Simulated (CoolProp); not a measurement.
Aqueous methanol as a coolant, at 11 °C, 1 atm.

The numbers come from the Melinder's fits for secondary coolants in CoolProp.

```json
[
 {"mass %": "3.2", "freezing point (°C)": "-1.9", "viscosity (mPa s)": "1.40", "conductivity (W/(m K))": "0.563", "density (kg/m³)": "993.9", "Prandtl number": "10.5"},
 {"mass %": "8.3", "freezing point (°C)": "-5.3", "viscosity (mPa s)": "1.64", "conductivity (W/(m K))": "0.535", "density (kg/m³)": "985.8", "Prandtl number": "12.9"},
 {"mass %": "13.5", "freezing point (°C)": "-9.3", "viscosity (mPa s)": "1.87", "conductivity (W/(m K))": "0.507", "density (kg/m³)": "978.5", "Prandtl number": "15.4"},
 {"mass %": "18.6", "freezing point (°C)": "-13.8", "viscosity (mPa s)": "2.08", "conductivity (W/(m K))": "0.481", "density (kg/m³)": "971.6", "Prandtl number": "17.8"},
 {"mass %": "23.8", "freezing point (°C)": "-18.9", "viscosity (mPa s)": "2.26", "conductivity (W/(m K))": "0.455", "density (kg/m³)": "964.5", "Prandtl number": "20.1"},
 {"mass %": "28.9", "freezing point (°C)": "___", "viscosity (mPa s)": "2.38", "conductivity (W/(m K))": "0.430", "density (kg/m³)": "957.3", "Prandtl number": "___"},
 {"mass %": "34.1", "freezing point (°C)": "-30.7", "viscosity (mPa s)": "2.45", "conductivity (W/(m K))": "0.407", "density (kg/m³)": "949.4", "Prandtl number": "23.3"},
 {"mass %": "39.2", "freezing point (°C)": "-37.6", "viscosity (mPa s)": "2.45", "conductivity (W/(m K))": "0.385", "density (kg/m³)": "941.1", "Prandtl number": "24.1"},
 {"mass %": "44.4", "freezing point (°C)": "-45.3", "viscosity (mPa s)": "2.40", "conductivity (W/(m K))": "0.364", "density (kg/m³)": "932.0", "Prandtl number": "24.3"},
 {"mass %": "49.5", "freezing point (°C)": "-53.6", "viscosity (mPa s)": "2.31", "conductivity (W/(m K))": "0.344", "density (kg/m³)": "922.6", "Prandtl number": "23.9"},
 {"mass %": "54.7", "freezing point (°C)": "-62.9", "viscosity (mPa s)": "___", "conductivity (W/(m K))": "0.326", "density (kg/m³)": "912.3", "Prandtl number": "23.0"},
 {"mass %": "59.8", "freezing point (°C)": "___", "viscosity (mPa s)": "2.06", "conductivity (W/(m K))": "0.309", "density (kg/m³)": "901.4", "Prandtl number": "22.1"}
]
```

Fill in the missing entries.


- 28.9, freezing point (°C): -24.4
- 28.9, Prandtl number: 21.9
- 54.7, viscosity (mPa s): 2.19
- 59.8, freezing point (°C): -72.6
